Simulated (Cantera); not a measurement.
Reactions in the system C-H

Cantera with NASA thermochemical tables; ideal gases at 1 bar, condensed phases pure. Values are per mole of reaction as written; species without (g) are pure solids or liquids, kept so even where they would boil at 1 bar.

CH3(g) ⇌ 3 H(g) + C

```tsv
T (K)	ΔH° (kJ)	ΔS° (J/K)	ΔG° (kJ)	log10 K
1800	543.8	204.8	175.2	-5.08
1875	545.0	205.4	159.8	-4.45
1950	546.0	206.0	144.4	-3.87
2025	547.1	206.5	128.9	-3.33
2100	548.1	207.0	113.4	-2.82
2175	549.1	207.5	97.9	-2.35
2250	550.1	207.9	82.3	-1.91
```
